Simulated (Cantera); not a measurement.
## Adiabatic ignition

An adiabatic, constant-pressure homogeneous reactor starts with 2.55 % C3H8, 17.0 % O2, 63.9 % N2, 16.6 % CO2, equivalence ratio 0.75, at 1725 K and 1000000 Pa.

Detailed kinetics in Cantera: GRI-Mech 3.0 (53 species, 325 reactions). GRI-Mech 3.0 was tuned for natural gas; its chemistry of propane as a main component is partial and can be far from experiment.

```
t (s)     T (K)   x C3H8    x O2  x CO2    x CH2O    x CH3
--------  -----  -------  ------  -----  --------  -------
1.00e-6    1711   0.0190   0.166  0.164   0.00109  0.00263
2.89e-6    1803  0.00284   0.143  0.160   0.00382  0.00207
8.38e-6    2458   <1e-12  0.0615  0.178  5.79e-10   <1e-12
2.42e-5    2635   <1e-12  0.0528  0.201  2.15e-10   <1e-12
7.02e-5    2670   <1e-12  0.0506  0.207  1.68e-10   <1e-12
0.000203   2669   <1e-12  0.0499  0.207  1.67e-10   <1e-12
0.000588   2664   <1e-12  0.0484  0.207  1.66e-10   <1e-12
0.00170    2657   <1e-12  0.0460  0.207  1.64e-10   <1e-12
0.00492    2654   <1e-12  0.0450  0.207  1.64e-10   <1e-12
0.0143     2654   <1e-12  0.0450  0.207  1.64e-10   <1e-12
0.0412     2654   <1e-12  0.0450  0.207  1.64e-10   <1e-12
0.119      2654   <1e-12  0.0450  0.207  1.64e-10   <1e-12
0.346      2654   <1e-12  0.0450  0.207  1.64e-10   <1e-12
1.00       2654   <1e-12  0.0450  0.207  1.64e-10   <1e-12
```
x: mole fraction; the columns are a selection and need not sum to one.

```yaml
time_of_steepest_temperature_rise: 3.89 µs
temperature at 1.00 s: 2654 K
equilibrium_temperature: 2654 K
x(C3H8) at 1.00 s: <1e-12 (gas-phase equilibrium <1e-12)
x(O2) at 1.00 s: 0.0450 (gas-phase equilibrium 0.0450)
x(CO2) at 1.00 s: 0.207 (gas-phase equilibrium 0.207)
```
